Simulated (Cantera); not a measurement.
Diamond growth

A diamond (100) surface in a fixed gas of H2 with x(CH4) = 0.026, x(H) = 0.037, at 1050 K, 0.0160 bar; coverages are run to steady state.

Model: the Harris–Goodwin 1993 mechanism for the reconstructed diamond (100) surface, integrated in Cantera.

```tsv
x(CH3)	growth (µm/h)	θ c6HH	θ c6H*	θ c6*H	θ c6**	θ c6HM
1e-06	0.0101	0.552	0.0231	0.411	0.0138	1.15e-5
2.6e-06	0.0261	0.552	0.0231	0.411	0.0138	2.99e-5
6.8e-06	0.0684	0.552	0.0231	0.411	0.0138	7.83e-5
1.8e-05	0.181	0.552	0.0231	0.411	0.0138	0.000207
4.7e-05	0.472	0.552	0.0231	0.411	0.0138	0.000541
0.00012	1.20	0.551	0.0230	0.410	0.0137	0.00138
0.00032	3.20	0.549	0.0230	0.409	0.0137	0.00366
0.00084	8.31	0.545	0.0228	0.405	0.0135	0.00951
0.0022	21.2	0.533	0.0222	0.396	0.0131	0.0243
```
θ: site fractions in the mechanism's names (c6HH fully hydrogenated, c6H* and c6*H radical sites, c6** diradical, c6HM methylated).
